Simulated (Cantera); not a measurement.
**Adiabatic ignition**

An adiabatic, constant-pressure homogeneous reactor starts with H2 : O2 : N2 : H2O = 1 : 0.595 : 2.24 : 0.61 (molar parts), at 1275 K and 7350 Torr.

Computed with Cantera and the H2/O2 subset of GRI-Mech 3.0, which has no nitrogen chemistry. The hydrogen kinetics of GRI-Mech 3.0 are dated; newer H2 mechanisms differ, most at raised pressure.

```
t (s)     T (K)     x H2    x O2  x H2O    x H2O2     x OH      x H      x O
--------  -----  -------  ------  -----  --------  -------  -------  -------
4.00e-6    1275    0.225   0.134  0.137   4.28e-8  2.92e-9  2.20e-8  4.22e-9
9.72e-6    1275    0.225   0.134  0.137   2.58e-7  6.83e-9  4.52e-8  8.65e-9
2.36e-5    1275    0.225   0.134  0.137   2.21e-6  3.91e-8  2.25e-7  4.31e-8
5.74e-5    1288    0.223   0.133  0.139  0.000220  5.31e-6  2.01e-5  3.81e-6
0.000139   2646  0.00922  0.0245  0.387   1.80e-6   0.0145  0.00142  0.00144
0.000339   2646  0.00922  0.0245  0.387   1.80e-6   0.0145  0.00142  0.00144
0.000823   2646  0.00922  0.0245  0.387   1.80e-6   0.0145  0.00142  0.00144
0.00200    2646  0.00922  0.0245  0.387   1.80e-6   0.0145  0.00142  0.00144
0.00486    2646  0.00922  0.0245  0.387   1.80e-6   0.0145  0.00142  0.00144
0.0118     2646  0.00922  0.0245  0.387   1.80e-6   0.0145  0.00142  0.00144
0.0287     2646  0.00922  0.0245  0.387   1.80e-6   0.0145  0.00142  0.00144
0.0697     2646  0.00922  0.0245  0.387   1.80e-6   0.0145  0.00142  0.00144
0.169      2646  0.00922  0.0245  0.387   1.80e-6   0.0145  0.00142  0.00144
0.412      2646  0.00922  0.0245  0.387   1.80e-6   0.0145  0.00142  0.00144
1.00       2646  0.00922  0.0245  0.387   1.80e-6   0.0145  0.00142  0.00144
```
x: mole fraction; the columns are a selection and need not sum to one.

| Quantity | Result |
|---|---|
| time of steepest temperature rise | 67.6 µs |
| temperature at 1.00 s | 2646 K |
| equilibrium temperature | 2646 K |
| x(H2) at 1.00 s | 0.00922 (gas-phase equilibrium 0.00922) |
| x(O2) at 1.00 s | 0.0245 (gas-phase equilibrium 0.0245) |
| x(H2O) at 1.00 s | 0.387 (gas-phase equilibrium 0.387) |
